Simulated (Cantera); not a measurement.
**Moist CO burnout**

An isothermal, constant-pressure homogeneous reactor starts with CO : O2 : H2O : N2 = 0.0085 : 0.011 : 0.09 : 1 (molar parts), equivalence ratio 0.39, at 925 K and 2.37 atm.

Computed with Cantera and GRI-Mech 3.0 (53 species, 325 reactions).

| t (s) | x CO | x O2 | x H2O | x CO2 | x O | x H2O2 | x H |
|---|---|---|---|---|---|---|---|
| 2.00e-6 | 0.00766 | 0.00991 | 0.0811 | <1e-12 | <1e-12 | <1e-12 | <1e-12 |
| 5.64e-6 | 0.00766 | 0.00991 | 0.0811 | <1e-12 | <1e-12 | <1e-12 | <1e-12 |
| 1.59e-5 | 0.00766 | 0.00991 | 0.0811 | <1e-12 | <1e-12 | <1e-12 | <1e-12 |
| 4.48e-5 | 0.00766 | 0.00991 | 0.0811 | 1.46e-12 | 1.24e-12 | <1e-12 | <1e-12 |
| 0.000126 | 0.00766 | 0.00991 | 0.0811 | 5.05e-12 | 3.05e-12 | <1e-12 | <1e-12 |
| 0.000356 | 0.00766 | 0.00991 | 0.0811 | 2.05e-11 | 6.12e-12 | <1e-12 | <1e-12 |
| 0.00100 | 0.00766 | 0.00991 | 0.0811 | 8.32e-11 | 8.49e-12 | <1e-12 | <1e-12 |
| 0.00283 | 0.00766 | 0.00991 | 0.0811 | 3.05e-10 | 9.01e-12 | <1e-12 | <1e-12 |
| 0.00797 | 0.00766 | 0.00991 | 0.0811 | 1.18e-9 | 9.75e-12 | <1e-12 | 1.14e-12 |
| 0.0225 | 0.00766 | 0.00991 | 0.0811 | 5.81e-9 | 1.21e-11 | 2.61e-12 | 2.36e-12 |
| 0.0634 | 0.00766 | 0.00991 | 0.0811 | 4.27e-8 | 2.26e-11 | 2.57e-11 | 7.70e-12 |
| 0.179 | 0.00766 | 0.00991 | 0.0811 | 6.44e-7 | 1.27e-10 | 1.12e-9 | 6.10e-11 |
| 0.503 | 0.00762 | 0.00990 | 0.0811 | 3.70e-5 | 2.93e-9 | 5.03e-7 | 1.70e-9 |
| 1.42 | 0.00706 | 0.00962 | 0.0811 | 0.000603 | 7.01e-9 | 2.27e-6 | 4.76e-9 |
| 4.00 | 0.00550 | 0.00885 | 0.0812 | 0.00217 | 5.58e-9 | 1.86e-6 | 3.99e-9 |
x: mole fraction; the columns are a selection and need not sum to one.

Equilibrium at this temperature and pressure: CO <1e-12, O2 0.00611, H2O 0.0814, CO2 0.00769, O <1e-12, H2O2 9.84e-12, H <1e-12 (gas phase only).
